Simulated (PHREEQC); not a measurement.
Dissolve 0.0026 mol TMAH and 0.063 mol K3PO4 per kg of water at 34 °C. Closed to the air; pH follows from the charge balance.

The numbers come from PHREEQC with the ion-association model, wateq4f.dat.

This is a speciation only: nothing precipitates in the calculation.

Problem. Predict the pH, ionic strength.

Solution. pH 11.88; ionic strength 0.339 mol/kgw.

Problem. In which forms is P present?

Solution. PO4-3 69 %, HPO4-2 29 %, KHPO4- 2.4 % of the P.

Complexes and solids missing from the database can't appear. (CH3)4N+ isn't in the database: it is added as a free cation with an ion size of 4 Å. H3PO4, which wateq4f.dat lacks, is added to it with the constant of phreeqc.dat.
